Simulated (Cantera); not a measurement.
Charge: 1 mol Si, 1.2 mol HF, 48 mol N2, equilibrated at 1198 K and 0.100 bar.

Cantera equilibrium calculation (NASA polynomials, part measured and part estimated; ideal gas, pure solids and liquids). Candidate condensed phases: Si, Si3N4; 37 gas species. N2 is the only nitrogen source here; it is nearly inert below about 1500 K, so the nitride shown seldom forms there in practice. The tables' values for SiF3 are old estimates; treat these amounts as uncertain. The numbers say what is thermodynamically allowed, not how fast it happens.

Base state: N2 0.981, H2 0.0123, SiF4 0.00612, HF 0.000190, SiF3 2.30e-5, SiHF3 1.27e-5 (mole fractions); condensed: Si3N4(s).

Q: What changes in the equilibrium state with this change: HF from 1.2 to 8.3 mol?

A: 
| species | before | after |
|---|---|---|
| N2 | 0.981 | 0.868 |
| HF | 0.000190 | 0.0778 |
| H2 | 0.0123 | 0.0362 |
| SiF4 | 0.00612 | 0.0181 |
| SiF3 | 2.30e-5 | 2.85e-7 |
| SiHF3 | 1.27e-5 | 2.70e-7 |
| Si3N4(s), mol | 0.234 | 0 |
